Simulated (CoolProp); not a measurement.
Model: reference Helmholtz-energy equation of state, Akasaka 2020, in CoolProp.

Q: For R1123, give the phase and the cp (kJ/(kg K)), isothermal compressibility (1/MPa), expansivity (1/kK) at 340.2 K and 4.62 MPa; 340.2 K and 13.8 MPa.

A: 
- 340.2 K and 4.62 MPa: supercritical; cp 2.48, isothermal compressibility 0.581, expansivity 25.5
- 340.2 K and 13.8 MPa: supercritical; cp 1.61, isothermal compressibility 0.0144, expansivity 5.25
